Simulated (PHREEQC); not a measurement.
## Alkaline etch or developer

Dissolve 0.024 mol NH3, 0.00387 mol CO2 and 0.0015 mol Na2CO3 per kg of water at 25 °C. Closed to the air; pH follows from the charge balance.

All values are PHREEQC results (ion-association model, phreeqc.dat), not measurements.

This is a speciation only: nothing precipitates in the calculation.

### Question
Predict the pH.

### Answer
pH 9.94.

### Question
In which forms is C present?

### Answer
HCO3- 64 %, CO3-2 35 %, NaCO3- 1.3 % of the C.
